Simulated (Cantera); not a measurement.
A closed system holds: 1 mol Si, 8.6 mol Cl2, 61 mol N2, at 1098 K and 3.40 Pa.

Method: chemical equilibrium by Gibbs-energy minimisation in Cantera with the NASA 1993 tables (ideal gas, pure condensed phases). Candidate condensed phases: Si, Si3N4; 13 gas species. Rates play no part.

Base state: N2 0.861, Cl 0.0630, Cl2 0.0617, SiCl4 0.0141 (mole fractions); condensed: gas only.

What changes in the equilibrium state with this change: temperature from 1098 K to 1548.15 K?


```tsv
species	before	after
N2	0.861	0.799
Cl	0.0630	0.188
SiCl2	<1e-9	0.00618
Cl2	0.0617	0.000187
SiCl4	0.0141	0.00396
SiCl3	1.16e-7	0.00296
```
The tables' values for SiCl3 are old estimates; treat these amounts as uncertain.

What changes in the equilibrium state with this change: temperature from 1098 K to 1398.15 K?


| species | before | after |
|---|---|---|
| N2 | 0.861 | 0.812 |
| Cl | 0.0630 | 0.174 |
| SiCl4 | 0.0141 | 0.0129 |
| Cl2 | 0.0617 | 0.00130 |
| SiCl2 | <1e-9 | 5.19e-5 |
| SiCl3 | 1.16e-7 | 0.000395 |
The tables' values for SiCl3 are old estimates; treat these amounts as uncertain.

What changes in the equilibrium state with this change: temperature from 1098 K to 650 K?


```csv
species,before,after
N2,0.861,0.889
Cl2,0.0617,0.0962
SiCl4,0.0141,0.0146
Cl,0.0630,6.91e-6
```
